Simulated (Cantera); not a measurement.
A perfectly stirred reactor is fed with N2O : H2 : N2 = 1 : 0.0045 : 1.9 (molar parts), at 1.00 bar; it is held at 1600 K, and followed from long to short residence time.

Computed with Cantera and GRI-Mech 3.0 (53 species, 325 reactions). GRI-Mech 3.0 was tuned for natural gas; its chemistry of N2O as a main component is partial and can be far from experiment. The temperature is held fixed by assumption; the heat of reaction is taken as removed at once.

```csv
quantity,before,after
x(N2O) at τ = 1.00 s,0.00291,0.334
x(H2) at τ = 1.00 s,7.41e-7,7.60e-5
x(OH) at τ = 1.00 s,4.18e-5,1.09e-6
x(HO2) at τ = 1.00 s,1.07e-7,4.59e-8
x(N2) at τ = 1.00 s,0.838,0.660
x(N2O) at τ = 81.0 ms,0.0267,0.343
x(H2) at τ = 81.0 ms,4.47e-6,0.000509
x(OH) at τ = 81.0 ms,6.76e-5,1.43e-6
x(HO2) at τ = 81.0 ms,2.20e-7,3.69e-7
x(N2) at τ = 81.0 ms,0.813,0.656
```

Name the change that produced these shifts.
A. temperature 1600 to 1525 K
B. H2 0.0045 to 0.01 parts
C. temperature 1600 to 1050 K
D. N2O 1 to 3.6 parts

C, temperature 1600 to 1050 K
